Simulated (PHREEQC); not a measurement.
Solution (25 °C): 0.059 mol ZnCl2, 0.0042 mol KCl and 0.061 mol FeSO4 per kg of water. Closed to the air; pH follows from the charge balance.

All values are PHREEQC results (ion-association model, phreeqc.dat), not measurements.

Q: The ionic strength comes out as 0.286 mol/kgw. What activity coefficients do ZnCl4-2, K+, ZnCl+, Fe+2, HSO4- get?

A: ZnCl4-2 0.26, K+ 0.68, ZnCl+ 0.69, Fe+2 0.29, HSO4- 0.73.

Precipitation was switched off in this run. Species that the database lacks are ignored.
